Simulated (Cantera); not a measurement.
An adiabatic, constant-pressure homogeneous reactor starts with CO : H2 : CH4 : O2 : N2 = 1 : 0.14 : 0.24 : 1.33 : 5 (molar parts), at 1000 K and 1.00 bar. Integrator tolerance rtol = 1e-08.

Computed with Cantera and GRI-Mech 3.0 (53 species, 325 reactions).

Q: What does this change do: initial temperature 1000 to 1525 K?

A: 
| quantity | before | after |
|---|---|---|
| time of steepest temperature rise | 6.79 ms | 0.121 ms |
| temperature at 0.600 s | 2490 K | 2691 K |
| equilibrium temperature | 2490 K | 2691 K |
| x(CO) at 0.600 s | 0.0245 (gas-phase equilibrium 0.0245) | 0.0495 (gas-phase equilibrium 0.0495) |
| x(H2) at 0.600 s | 0.00213 (gas-phase equilibrium 0.00213) | 0.00439 (gas-phase equilibrium 0.00439) |
| x(CH4) at 0.600 s | <1e-12 (gas-phase equilibrium <1e-12) | <1e-12 (gas-phase equilibrium <1e-12) |
| x(OH) at 0.600 s | 0.00840 (gas-phase equilibrium 0.00840) | 0.0148 (gas-phase equilibrium 0.0148) |
| x(O) at 0.600 s | 0.00290 (gas-phase equilibrium 0.00290) | 0.00788 (gas-phase equilibrium 0.00788) |

Q: What does this change do: pressure from 1.00 bar to 13.0 bar?

A: 
```
quantity                                                            before                                    after
---------------------------------  ---------------------------------------  ---------------------------------------
time of steepest temperature rise                                  6.79 ms                                  6.67 ms
temperature at 0.600 s                                              2490 K                                   2594 K
equilibrium temperature                                             2490 K                                   2594 K
x(CO) at 0.600 s                     0.0245 (gas-phase equilibrium 0.0245)    0.0134 (gas-phase equilibrium 0.0134)
x(H2) at 0.600 s                   0.00213 (gas-phase equilibrium 0.00213)  0.00107 (gas-phase equilibrium 0.00107)
x(CH4) at 0.600 s                    <1e-12 (gas-phase equilibrium <1e-12)    <1e-12 (gas-phase equilibrium <1e-12)
x(OH) at 0.600 s                   0.00840 (gas-phase equilibrium 0.00840)  0.00600 (gas-phase equilibrium 0.00600)
x(O) at 0.600 s                    0.00290 (gas-phase equilibrium 0.00290)  0.00124 (gas-phase equilibrium 0.00124)
```
The pressure lies above the range GRI-Mech 3.0 was tuned for (to about 10 atm).
